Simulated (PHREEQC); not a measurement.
Dissolve 3.5 mmol/kgw H2SO4, 0.059 mmol/kgw CaCl2 and 21 mmol/kgw CuCl2 at 25 °C. Closed to the air; pH follows from the charge balance.

Model: ion-association model, phreeqc.dat, run in PHREEQC.

| quantity | before | after |
|---|---|---|
| pH | 2.26 | 1.64 |
| ionic strength (mol/kgw) | 0.0657 | 0.0850 |
| Cu+2 (mol/kgw) | 0.0188 | 0.0166 |
| SO4-2 (mol/kgw) | 0.00174 | 0.00657 |
| CuCl+ (mol/kgw) | 0.000933 | 0.000772 |
| SI of Gypsum (CaSO4:2H2O) | -3.16 | -2.71 |

Question: What was changed between the two runs?
A. CuCl2 from 0.021 to 0.0042 mol/kgw
B. temperature from 25 to 75 °C
C. 0.0097 mol/kgw HCl added
D. H2SO4 from 0.0035 to 0.0007 mol/kgw
E. H2SO4 from 0.0035 to 0.0175 mol/kgw

Answer: E, H2SO4 from 0.0035 to 0.0175 mol/kgw

This is a speciation only: nothing precipitates in the calculation.
